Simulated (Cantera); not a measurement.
## Hydrocarbon pyrolysis for carbon deposition

A perfectly stirred reactor is fed with 12.8 % CH₄, 86.9 % H₂, 0.307 % H₂O, at 0.638 Torr; it is held at 1700 K, and followed from long to short residence time.

Detailed kinetics in Cantera: GRI-Mech 3.0 (53 species, 325 reactions). GRI-Mech 3.0 stops at C3 and has no aromatics, soot or wall deposition, so with more carbon than oxygen in the feed, carbon stays in small species such as C2H2 where larger ones or solid carbon would form. Radical loss at walls, strong at low pressure, is not modelled.

```json
[
 {"τ (s)": "2.6", "x CH₄": "0.0731", "x H₂": "0.898", "x H": "0.00111", "x CH₂": "1.59e-6", "x C₂H₆": "6.70e-6", "x C₂H₂": "0.0228", "x C₂H": "1.58e-7"},
 {"τ (s)": "1.0", "x CH₄": "0.100", "x H₂": "0.883", "x H": "0.000884", "x CH₂": "1.41e-6", "x C₂H₆": "9.27e-6", "x C₂H₂": "0.0106", "x C₂H": "5.91e-8"},
 {"τ (s)": "0.42", "x CH₄": "0.120", "x H₂": "0.872", "x H": "0.000558", "x CH₂": "7.52e-7", "x C₂H₆": "6.67e-6", "x C₂H₂": "0.00236", "x C₂H": "8.43e-9"},
 {"τ (s)": "0.17", "x CH₄": "0.127", "x H₂": "0.869", "x H": "0.000225", "x CH₂": "1.53e-7", "x C₂H₆": "1.56e-6", "x C₂H₂": "0.000110", "x C₂H": "1.59e-10"},
 {"τ (s)": "0.067", "x CH₄": "0.128", "x H₂": "0.869", "x H": "8.52e-5", "x CH₂": "2.39e-8", "x C₂H₆": "2.42e-7", "x C₂H₂": "2.53e-6", "x C₂H": "1.39e-12"},
 {"τ (s)": "0.027", "x CH₄": "0.128", "x H₂": "0.869", "x H": "3.42e-5", "x CH₂": "3.91e-9", "x C₂H₆": "3.52e-8", "x C₂H₂": "6.02e-8", "x C₂H": "<1e-12"},
 {"τ (s)": "0.011", "x CH₄": "0.128", "x H₂": "0.869", "x H": "1.41e-5", "x CH₂": "6.39e-10", "x C₂H₆": "4.44e-9", "x C₂H₂": "1.53e-9", "x C₂H": "<1e-12"},
 {"τ (s)": "0.0044", "x CH₄": "0.128", "x H₂": "0.869", "x H": "5.78e-6", "x CH₂": "9.67e-11", "x C₂H₆": "4.25e-10", "x C₂H₂": "3.60e-11", "x C₂H": "<1e-12"},
 {"τ (s)": "0.0018", "x CH₄": "0.128", "x H₂": "0.869", "x H": "2.50e-6", "x CH₂": "1.43e-11", "x C₂H₆": "3.34e-11", "x C₂H₂": "<1e-12", "x C₂H": "<1e-12"},
 {"τ (s)": "0.00071", "x CH₄": "0.128", "x H₂": "0.869", "x H": "1.10e-6", "x CH₂": "1.74e-12", "x C₂H₆": "1.82e-12", "x C₂H₂": "<1e-12", "x C₂H": "<1e-12"},
 {"τ (s)": "0.00029", "x CH₄": "0.128", "x H₂": "0.869", "x H": "5.17e-7", "x CH₂": "<1e-12", "x C₂H₆": "<1e-12", "x C₂H₂": "<1e-12", "x C₂H": "<1e-12"}
]
```
x: mole fraction; the columns are a selection and need not sum to one.
